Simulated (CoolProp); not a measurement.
Properties of ammonia along the isotherm 451.85 °C.

Values from CoolProp's reference Helmholtz-energy equation of state, Gao 2020.

```csv
p (bar),phase,cp (kJ/(kg K)),cv (kJ/(kg K)),speed of sound (m/s),expansivity (1/kK)
11.4,gas,2.890,2.387,652.4,1.405
22.7,gas,2.911,2.393,651.7,1.431
34.1,gas,2.933,2.399,651.1,1.457
45.5,gas,2.954,2.405,650.6,1.483
56.8,gas,2.976,2.411,650.1,1.509
68.2,gas,2.998,2.417,649.7,1.536
79.5,gas,3.021,2.422,649.4,1.562
90.9,gas,3.043,2.428,649.2,1.588
102,gas,3.066,2.434,649.1,1.614
114,supercritical,3.090,2.440,649.0,1.642
125,supercritical,3.112,2.445,649.0,1.667
136,supercritical,3.135,2.451,649.1,1.692
148,supercritical,3.159,2.457,649.3,1.720
159,supercritical,3.182,2.462,649.6,1.744
170,supercritical,3.205,2.467,649.9,1.769
```
